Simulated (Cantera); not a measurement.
Charge: 1 mol B2O3, 2 mol H2O, at 1148.15 K and 1.00 bar.

Method: chemical equilibrium by Gibbs-energy minimisation in Cantera with the NASA 1993 tables (ideal gas, pure condensed phases). Candidate condensed phases: B, B2O3, B3O3H3, H2O; 23 gas species. Gases not in the tables: H3BO3. The numbers say what is thermodynamically allowed, not how fast it happens.

Base state: H2O 0.986, (HBO2)3 0.0140, HBO2 0.000381 (mole fractions); condensed: B2O3(l).

Q: What changes in the equilibrium state with this change: temperature from 1148.15 K to 2375 K?

A: 
```
species         before     after
------------  --------  --------
HBO2          0.000381     0.462
H2O              0.986     0.402
B2O3           1.56e-9    0.0916
BO2              <1e-9    0.0104
H2             3.25e-6    0.0180
(HBO2)3         0.0140   4.98e-6
H                <1e-9   0.00189
O                <1e-9  0.000534
BO               <1e-9  0.000382
B2O3(l), mol     0.958         0
```
